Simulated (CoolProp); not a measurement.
A single-stage vapour-compression cycle with the fluid: evaporating at 206.15 K (dew point), condensing at 264.15 K (bubble point), superheat 2 K, subcooling 5 K, compressor efficiency 0.75, no pressure losses. The same conditions are run with several fluids, on thermodynamics alone (safety and materials aside).

Model: reference Helmholtz-energy equation of state of each fluid (ammonia: Gao 2020; carbonyl sulfide: Lemmon 2006; R22: Kamei 1995; ethane: Bücker 2006; propylene: Lemmon 2013), in CoolProp.

| fluid | cooling COP | pressure ratio | discharge temperature (K) | refrigerating effect (kJ/kg) | volumetric capacity (kJ/m³) |
|---|---|---|---|---|---|
| ammonia | 1.99 | 22.4 | 490.7 | 1230 | ___ |
| carbonyl sulfide | 2.14 | 11.4 | ___ | 257 | 392 |
| R22 | 2.17 | 14.9 | 353.7 | ___ | 241 |
| ethane | ___ | 6.71 | ___ | 314 | 1660 |
| propylene | ___ | ___ | 324.5 | 344 | ___ |

Q: What belongs in the gaps?

A: 
- ammonia, volumetric capacity (kJ/m³): 165
- carbonyl sulfide, discharge temperature (K): 387.4
- R22, refrigerating effect (kJ/kg): 192
- ethane, cooling COP: 1.98
- ethane, discharge temperature (K): 320.1
- propylene, cooling COP: 2.18
- propylene, pressure ratio: 11.6
- propylene, volumetric capacity (kJ/m³): 325
